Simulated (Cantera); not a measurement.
# Equilibrium for boron, boron nitride and boron oxide: borazine + H₂O + N₂

A closed system holds: 1 mol borazine, 1.8 mol H₂O, a varied amount of N₂, equilibrated at 1700 K and 29.0 Pa.

These are equilibrium values from Cantera (NASA tables, ideal gas, pure condensed phases), not measurements of a reactor. Candidate condensed phases: B, BN, B₂O₃, B₃O₃H₃, H₂O; 39 gas species. The feed counts by its element totals alone. The numbers say what is thermodynamically allowed, not how fast it happens.

```json
[
 {"n(N₂) (mol)": "0.38", "log p N₂": "-4.29", "log p H₂": "-3.73", "log p HBO": "-4.59", "log p B₂O₂": "-4.79", "log p BO": "-5.26", "log p B₂O₃": "-5.46", "log p H": "-5.70", "n BN(s)": "1.30"},
 {"n(N₂) (mol)": "0.64", "log p N₂": "-4.22", "log p H₂": "-3.75", "log p HBO": "-4.61", "log p B₂O₂": "-4.81", "log p BO": "-5.27", "log p B₂O₃": "-5.46", "log p H": "-5.71", "n BN(s)": "1.30"},
 {"n(N₂) (mol)": "1.1", "log p N₂": "-4.13", "log p H₂": "-3.77", "log p HBO": "-4.64", "log p B₂O₂": "-4.85", "log p BO": "-5.29", "log p B₂O₃": "-5.47", "log p H": "-5.72", "n BN(s)": "1.31"},
 {"n(N₂) (mol)": "1.8", "log p N₂": "-4.04", "log p H₂": "-3.81", "log p HBO": "-4.68", "log p B₂O₂": "-4.89", "log p BO": "-5.31", "log p B₂O₃": "-5.49", "log p H": "-5.74", "n BN(s)": "1.31"},
 {"n(N₂) (mol)": "3.1", "log p N₂": "-3.93", "log p H₂": "-3.87", "log p HBO": "-4.75", "log p B₂O₂": "-4.96", "log p BO": "-5.34", "log p B₂O₃": "-5.54", "log p H": "-5.77", "n BN(s)": "1.32"},
 {"n(N₂) (mol)": "5.2", "log p N₂": "-3.83", "log p H₂": "-3.96", "log p HBO": "-4.84", "log p B₂O₂": "-5.05", "log p BO": "-5.39", "log p B₂O₃": "-5.63", "log p H": "-5.81", "n BN(s)": "1.32"},
 {"n(N₂) (mol)": "8.8", "log p N₂": "-3.74", "log p H₂": "-4.08", "log p HBO": "-4.96", "log p B₂O₂": "-5.17", "log p BO": "-5.45", "log p B₂O₃": "-5.76", "log p H": "-5.87", "n BN(s)": "1.31"},
 {"n(N₂) (mol)": "15", "log p N₂": "-3.67", "log p H₂": "-4.22", "log p HBO": "-5.11", "log p B₂O₂": "-5.32", "log p BO": "-5.53", "log p B₂O₃": "-5.95", "log p H": "-5.94", "n BN(s)": "1.30"},
 {"n(N₂) (mol)": "25", "log p N₂": "-3.63", "log p H₂": "-4.39", "log p HBO": "-5.27", "log p B₂O₂": "-5.49", "log p BO": "-5.61", "log p B₂O₃": "-6.18", "log p H": "-6.03", "n BN(s)": "1.29"},
 {"n(N₂) (mol)": "42", "log p N₂": "-3.59", "log p H₂": "-4.58", "log p HBO": "-5.47", "log p B₂O₂": "-5.69", "log p BO": "-5.71", "log p B₂O₃": "-6.46", "log p H": "-6.12", "n BN(s)": "1.27"},
 {"n(N₂) (mol)": "72", "log p N₂": "-3.57", "log p H₂": "-4.79", "log p HBO": "-5.68", "log p B₂O₂": "-5.91", "log p BO": "-5.82", "log p B₂O₃": "-6.78", "log p H": "-6.23", "n BN(s)": "1.25"}
]
```
log p: log10 of the partial pressure in bar; n: condensed amount in mol.

From 0.38 mol N₂ to 72 mol N₂ the condensed part is BN(s). The main B-bearing gas is B₂O₂ throughout.
